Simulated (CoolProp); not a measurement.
Properties of R1336mzz(Z) along the isotherm 500 K.

Model: reference Helmholtz-energy equation of state, McLinden 2020, in CoolProp.

```csv
p (MPa),phase,density (kg/m³),cv (kJ/(kg K)),isothermal compressibility (1/MPa),fugacity coefficient
0.112,gas,4.459,1.069,9.009,0.9912
0.223,gas,8.959,1.070,4.566,0.9825
0.335,gas,13.58,1.072,3.068,0.9738
0.447,gas,18.30,1.073,2.322,0.9651
0.558,gas,23.06,1.074,1.879,0.9565
0.67,gas,27.96,1.076,1.581,0.9479
0.782,gas,32.96,1.077,1.369,0.9393
0.893,gas,38.02,1.079,1.211,0.9308
1.01,gas,43.47,1.080,1.084,0.9219
1.12,gas,48.70,1.082,0.9884,0.9136
1.23,gas,54.06,1.083,0.9105,0.9053
1.34,gas,59.53,1.085,0.8458,0.8971
1.45,gas,65.14,1.087,0.7913,0.8889
```
